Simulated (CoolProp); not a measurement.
Saturated liquid density (kg/m³) of CF4 (R14): the reference equation beside estimates from Tc = -45.8 °C, pc = 37.62 bar, ω = 0.178. Rackett uses Z = 0.29056 − 0.08775 ω.

Model: reference Helmholtz-energy equation of state, Platzer 1990, in CoolProp. This equation is an older, rougher fit; its heat capacities, sound speeds and derivatives of the liquid may be far off and weren't checked against measurements.

| T (°C) | reference | Rackett | van der Waals | Redlich-Kwong | Soave-Redlich-Kwong |
|---|---|---|---|---|---|
| -137.35 | 1652 | 1725 | 1082 | 1593 | … |
| -134.85 | 1639 | 1711 | 1073 | 1579 | 1608 |
| -132.35 | 1626 | 1698 | 1065 | 1564 | 1595 |
| -129.75 | 1612 | 1683 | 1056 | … | 1581 |
| -127.25 | 1599 | 1669 | … | 1534 | 1567 |
| -124.75 | 1585 | … | 1039 | 1519 | 1553 |
| -122.25 | 1572 | 1641 | 1030 | 1503 | 1538 |
| -119.75 | 1558 | 1626 | 1021 | 1487 | 1523 |
| -117.25 | 1544 | 1611 | 1012 | 1471 | 1508 |
| -114.65 | … | 1596 | 1002 | 1454 | … |
| -112.15 | 1515 | 1580 | 992.6 | 1437 | 1475 |

Q: Fill in the missing entries.

A: 
- -137.35, Soave-Redlich-Kwong: 1621
- -129.75, Redlich-Kwong: 1549
- -127.25, van der Waals: 1048
- -124.75, Rackett: 1655
- -114.65, reference: 1529
- -114.65, Soave-Redlich-Kwong: 1491

Absolute difference from the reference over all 11 rows, mean and median: Rackett 4.4 and 4.4 %, van der Waals 34.5 and 34.5 %, Redlich-Kwong 4.3 and 4.2 %, Soave-Redlich-Kwong 2.1 and 2.0 %.
